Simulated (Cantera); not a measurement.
Cantera run:

```python
import numpy as np
import cantera as ct

gas_names = """
    F F2 H HF H2 H2F2 H3F3 H4F4 H5F5 H6F6 H7F7 Si SiF SiF2 SiF3 SiF4 SiH SiHF3 SiH2 SiH2F2 SiH3 SiH3F
    SiH4 Si2 Si3
""".split()
cond_names = """
    Si(cr) Si(L)
""".split()


# ... load() reads the species with a 1 bar reference pressure and builds the phases ...
atoms = {
    'Si': {'Si': 1},
    'HF': {'H': 1, 'F': 1},
}
top_T = {}  # K; cautious upper limits of use, not melting points


# ... equilibrate(T, P, feed) seeds the gas with the atoms and calls Mixture.equilibrate('TP', solver="vcs", rtol=1e-11, max_steps=5000) ...
results = []
T = 823.15  # K
P = 2200  # Pa
for m in [1.2, 2.2, 3.2, 4.2, 5.3, 6.3, 7.3]:
    feed = {'Si': 1, 'HF': m}  # mol
    mix = equilibrate(T, P, feed)
    results.append((T, P, feed, dict(zip(mix.species_names, mix.species_moles))))
    x = sorted(zip(gas.X, gas.species_names), reverse=True)
    print(f"T = {T:g} K  P = {P:g} Pa  n(HF) = {m:g} mol  gas = {mix.phase_moles(0):.4g} mol")
    print("   x: " + "  ".join(f"{s} {v:.3e}" for v, s in x if v > 0.001))
    print("   condensed (mol): " + ("  ".join(f"{mix.phase(i).name} {mix.phase_moles(i):.4g}"
          for i in range(1, mix.n_phases) if mix.phase_moles(i) > 1e-12) or "none"))
```

It prints:

```
T = 823.15 K  P = 2200 Pa  n(HF) = 1.2 mol  gas = 0.8973 mol
   x: H2 6.627e-01  SiF4 3.256e-01  SiHF3 1.140e-02
   condensed (mol): Si(cr) 0.6973
T = 823.15 K  P = 2200 Pa  n(HF) = 2.2 mol  gas = 1.645 mol
   x: H2 6.627e-01  SiF4 3.256e-01  SiHF3 1.140e-02
   condensed (mol): Si(cr) 0.4451
T = 823.15 K  P = 2200 Pa  n(HF) = 3.2 mol  gas = 2.393 mol
   x: H2 6.627e-01  SiF4 3.256e-01  SiHF3 1.140e-02
   condensed (mol): Si(cr) 0.1929
T = 823.15 K  P = 2200 Pa  n(HF) = 4.2 mol  gas = 3.2 mol
   x: H2 6.250e-01  SiF4 3.125e-01  HF 6.250e-02
   condensed (mol): none
T = 823.15 K  P = 2200 Pa  n(HF) = 5.3 mol  gas = 4.3 mol
   x: H2 4.651e-01  HF 3.023e-01  SiF4 2.326e-01
   condensed (mol): none
T = 823.15 K  P = 2200 Pa  n(HF) = 6.3 mol  gas = 5.3 mol
   x: HF 4.340e-01  H2 3.774e-01  SiF4 1.887e-01
   condensed (mol): none
T = 823.15 K  P = 2200 Pa  n(HF) = 7.3 mol  gas = 6.3 mol
   x: HF 5.238e-01  H2 3.175e-01  SiF4 1.587e-01
   condensed (mol): none
```

Method: chemical equilibrium by Gibbs-energy minimisation in Cantera with the NASA 1993 tables (ideal gas, pure condensed phases). The tables' values for SiF3 are old estimates; treat these amounts as uncertain.
